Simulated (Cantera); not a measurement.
An adiabatic, constant-volume homogeneous reactor starts with 5.68 % CH4, 0.182 % CO, 19.8 % O2, 74.4 % N2, equivalence ratio 0.58, at 1498 K and 320000 Pa.

Computed with Cantera and GRI-Mech 3.0 (53 species, 325 reactions).

Predict: time of steepest temperature rise; temperature at 2.00 s; equilibrium temperature; x(CO) at 2.00 s; x(O2) at 2.00 s; x(NO2) at 2.00 s; x(HCO) at 2.00 s.


```json
{
  "time_of_steepest_temperature_rise": "0.381 ms",
  "temperature at 2.00 s": "2720 K",
  "equilibrium_temperature": "2720 K",
  "x(CO) at 2.00 s": "0.00821 (gas-phase equilibrium 0.00821)",
  "x(O2) at 2.00 s": "0.0729 (gas-phase equilibrium 0.0729)",
  "x(NO2) at 2.00 s": "1.91e-5 (gas-phase equilibrium 1.91e-5)",
  "x(HCO) at 2.00 s": "6.45e-9 (gas-phase equilibrium 6.45e-9)"
}
```
